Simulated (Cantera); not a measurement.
A Cantera script and what it prints.

```python
import numpy as np
import cantera as ct

gas_names = """
    H HO2 H2 H2O H2O2 O OH O2 O3 Ti TiO TiO2
""".split()
cond_names = """
    H2O(s) H2O(L) Ti(a) Ti(b) Ti(L) TiO(a) TiO(b) TiO(L) TiO2(ru) TiO2(L) Ti2O3(a) Ti2O3(b) Ti2O3(L)
    Ti3O5(a) Ti3O5(b) Ti3O5(L) Ti4O7(s) Ti4O7(L)
""".split()


# ... load() reads the species with a 1 bar reference pressure and builds the phases ...
atoms = {
    'Ti': {'Ti': 1},
    'H2O': {'H': 2, 'O': 1},
    'H2': {'H': 2},
}
top_T = {}  # K; cautious upper limits of use, not melting points


# ... equilibrate(T, P, feed) seeds the gas with the atoms and calls Mixture.equilibrate('TP', solver="vcs", rtol=1e-11, max_steps=5000) ...
results = []
P = 880  # Pa
for T in [1075, 1125, 1175, 1225, 1275, 1325, 1375, 1425, 1475, 1525, 1575]:
    for m in [2, 2.5, 3.1, 3.9, 4.9, 6.1, 7.7, 9.6, 12, 15]:
        feed = {'Ti': 1, 'H2O': m, 'H2': 280}  # mol
        mix = equilibrate(T, P, feed)
        results.append((T, P, feed, dict(zip(mix.species_names, mix.species_moles))))

for T, P, feed, n in results:
    print(f"{T:7g} {feed['H2O']:10.4g}  " + (" + ".join(c for c in cond_names if n.get(c, 0) > 1e-12) or "gas only"))
```

It prints:

```
   1075          2  TiO2(ru) + Ti4O7(s)
   1075        2.5  TiO2(ru)
   1075        3.1  TiO2(ru)
   1075        3.9  TiO2(ru)
   1075        4.9  TiO2(ru)
   1075        6.1  TiO2(ru)
   1075        7.7  TiO2(ru)
   1075        9.6  TiO2(ru)
   1075         12  TiO2(ru)
   1075         15  TiO2(ru)
   1125          2  TiO2(ru) + Ti4O7(s)
   1125        2.5  TiO2(ru)
   1125        3.1  TiO2(ru)
   1125        3.9  TiO2(ru)
   1125        4.9  TiO2(ru)
   1125        6.1  TiO2(ru)
   1125        7.7  TiO2(ru)
   1125        9.6  TiO2(ru)
   1125         12  TiO2(ru)
   1125         15  TiO2(ru)
   1175          2  TiO2(ru) + Ti4O7(s)
   1175        2.5  TiO2(ru)
   1175        3.1  TiO2(ru)
   1175        3.9  TiO2(ru)
   1175        4.9  TiO2(ru)
   1175        6.1  TiO2(ru)
   1175        7.7  TiO2(ru)
   1175        9.6  TiO2(ru)
   1175         12  TiO2(ru)
   1175         15  TiO2(ru)
   1225          2  Ti4O7(s)
   1225        2.5  TiO2(ru)
   1225        3.1  TiO2(ru)
   1225        3.9  TiO2(ru)
   1225        4.9  TiO2(ru)
   1225        6.1  TiO2(ru)
   1225        7.7  TiO2(ru)
   1225        9.6  TiO2(ru)
   1225         12  TiO2(ru)
   1225         15  TiO2(ru)
   1275          2  Ti4O7(s)
   1275        2.5  TiO2(ru) + Ti4O7(s)
   1275        3.1  TiO2(ru)
   1275        3.9  TiO2(ru)
   1275        4.9  TiO2(ru)
   1275        6.1  TiO2(ru)
   1275        7.7  TiO2(ru)
   1275        9.6  TiO2(ru)
   1275         12  TiO2(ru)
   1275         15  TiO2(ru)
   1325          2  Ti4O7(s)
   1325        2.5  Ti4O7(s)
   1325        3.1  TiO2(ru)
   1325        3.9  TiO2(ru)
   1325        4.9  TiO2(ru)
   1325        6.1  TiO2(ru)
   1325        7.7  TiO2(ru)
   1325        9.6  TiO2(ru)
   1325         12  TiO2(ru)
   1325         15  TiO2(ru)
   1375          2  Ti3O5(b)
   1375        2.5  Ti4O7(s)
   1375        3.1  Ti4O7(s)
   1375        3.9  TiO2(ru)
   1375        4.9  TiO2(ru)
   1375        6.1  TiO2(ru)
   1375        7.7  TiO2(ru)
   1375        9.6  TiO2(ru)
   1375         12  TiO2(ru)
   1375         15  TiO2(ru)
   1425          2  Ti3O5(b)
   1425        2.5  Ti4O7(s)
   1425        3.1  Ti4O7(s)
   1425        3.9  Ti4O7(s)
   1425        4.9  TiO2(ru)
   1425        6.1  TiO2(ru)
   1425        7.7  TiO2(ru)
   1425        9.6  TiO2(ru)
   1425         12  TiO2(ru)
   1425         15  TiO2(ru)
   1475          2  Ti3O5(b)
   1475        2.5  Ti3O5(b)
   1475        3.1  Ti4O7(s)
   1475        3.9  Ti4O7(s)
   1475        4.9  Ti4O7(s)
   1475        6.1  TiO2(ru)
   1475        7.7  TiO2(ru)
   1475        9.6  TiO2(ru)
   1475         12  TiO2(ru)
   1475         15  TiO2(ru)
   1525          2  Ti3O5(b)
   1525        2.5  Ti3O5(b)
   1525        3.1  Ti3O5(b)
   1525        3.9  Ti4O7(s)
   1525        4.9  Ti4O7(s)
   1525        6.1  Ti4O7(s)
   1525        7.7  TiO2(ru)
   1525        9.6  TiO2(ru)
   1525         12  TiO2(ru)
   1525         15  TiO2(ru)
   1575          2  Ti3O5(b)
   1575        2.5  Ti3O5(b)
   1575        3.1  Ti3O5(b)
   1575        3.9  Ti3O5(b)
   1575        4.9  Ti4O7(s)
   1575        6.1  Ti4O7(s)
   1575        7.7  Ti4O7(s)
   1575        9.6  TiO2(ru) + Ti4O7(s)
   1575         12  TiO2(ru)
   1575         15  TiO2(ru)
```

These are equilibrium values from Cantera (NASA tables, ideal gas, pure condensed phases), not measurements of a reactor. Mutual solubility and eutectic melting of coexisting phases are not modelled. Condensed phases not in the tables: Magnéli phases beyond Ti4O7.
